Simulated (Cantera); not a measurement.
An isothermal, constant-pressure homogeneous reactor starts with C2H6 : H2 = 1 : 2 (molar parts), at 1423 K and 0.0132 atm.

Cantera simulation using GRI-Mech 3.0 (53 species, 325 reactions); the numbers are that mechanism's predictions, not measurements. GRI-Mech 3.0 stops at C3 and has no aromatics, soot or wall deposition, so with more carbon than oxygen in the feed, carbon stays in small species such as C2H2 where larger ones or solid carbon would form. Radical loss at walls, strong at low pressure, is not modelled.

Problem. Predict: x(C2H6) at 2.00 s; x(H2) at 2.00 s; x(C2H2) at 2.00 s; x(C2H4) at 2.00 s; x(CH4) at 2.00 s.

Solution. 
```json
{
  "x(C2H6) at 2.00 s": "1.67e-5 (gas-phase equilibrium 2.24e-7)",
  "x(H2) at 2.00 s": "0.677 (gas-phase equilibrium 0.794)",
  "x(C2H2) at 2.00 s": "0.144 (gas-phase equilibrium 0.196)",
  "x(C2H4) at 2.00 s": "0.00382 (gas-phase equilibrium 0.00132)",
  "x(CH4) at 2.00 s": "0.175 (gas-phase equilibrium 0.00849)"
}
```
